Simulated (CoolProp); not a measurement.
A simple Rankine cycle with R245ca: condensing at 315.15 K, boiler at 1.18 MPa, turbine inlet 424 K, turbine efficiency 0.85, pump efficiency 0.6, no recuperator. Each further row changes one setting.

Computed with CoolProp (reference Helmholtz-energy equation of state, Zhou 2016).

| case | thermal efficiency (%) | net work (kJ/kg) | heat in (kJ/kg) | turbine exit temperature (K) | volume ratio over the turbine |
|---|---|---|---|---|---|
| as stated | 11.7 | 34.8 | 296 | 381.0 | 6.45 |
| turbine inlet 444 K | 11.6 | 37.1 | 321 | 401.4 | 6.35 |
| condensing temperature 307.15 K | 13.0 | 40.0 | 307 | 375.4 | 8.46 |
| boiler pressure 0.826 MPa | 9.7 | 29.3 | 301 | 390.6 | 4.41 |
| turbine efficiency 0.75 | 10.3 | 30.5 | 296 | 384.9 | 6.53 |
